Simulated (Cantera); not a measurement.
A freely propagating, adiabatic, planar premixed flame of CH₄ : O₂ : N₂ : CO₂ = 0.77 : 2 : 5.6 : 0.38 (molar parts), equivalence ratio 0.77, unburnt at 473 K and 0.290 bar; mixture-averaged transport, grid criteria slope 0.08 and curve 0.16, no radiation.

Cantera simulation using GRI-Mech 3.0 (53 species, 325 reactions); the numbers are that mechanism's predictions, not measurements. Burning velocities carry a grid error of a few per cent, more on coarse grids.

Question: Predict: laminar burning velocity; thermal thickness; peak x(OH); peak x(H₂O₂); peak x(CO).

Answer: 
```json
{
  "laminar_burning_velocity": "109 cm/s",
  "thermal_thickness": "1.01 mm",
  "peak x(OH)": "0.0113",
  "peak x(H₂O₂)": "7.60e-6",
  "peak x(CO)": "0.0506"
}
```
